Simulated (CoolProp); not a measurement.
Values from CoolProp's reference Helmholtz-energy equation of state, Span 2000.

Task: For nitrogen, give the phase and the Joule-Thomson coefficient (K/MPa) at 172.4 K and 1.01 bar.

Result: 
- 172.4 K and 1.01 bar: gas; Joule-Thomson coefficient 6.09
